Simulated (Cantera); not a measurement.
Input: 1 mol SiCl4, 0.18 mol C2H2, 1.3 mol H2, 1.1 mol C2H4, equilibrated at 1375 K and 51000 Pa.

Cantera equilibrium calculation (NASA polynomials, part measured and part estimated; ideal gas, pure solids and liquids). Candidate condensed phases: C, C6H6, C7H8, C8H18, Si, SiC; 109 gas species. The tables' values for SiCl3 are old estimates; treat these amounts as uncertain. The numbers say what is thermodynamically allowed, not how fast it happens.

Base state: H2 0.514, HCl 0.382, SiCl4 0.0842, SiCl3 0.00801, SiHCl3 0.00723, SiCl2 0.00350, CH4 0.000671, SiH2Cl2 9.19e-5 (mole fractions); condensed: C(graphite) + SiC(s).

Task: What changes in the equilibrium state with this change: H2 from 1.3 to 1900 mol?

Result: 
```tsv
species	before	after
H2	0.514	0.997
HCl	0.382	0.00210
CH4	0.000671	0.000819
SiCl4	0.0842	<1e-9
SiCl2	0.00350	1.68e-7
SiCl3	0.00801	1.52e-9
SiHCl3	0.00723	1.91e-9
SiH2Cl2	9.19e-5	8.56e-9
C(graphite), mol	2.09	0
SiC(s), mol	0.466	1.000
```
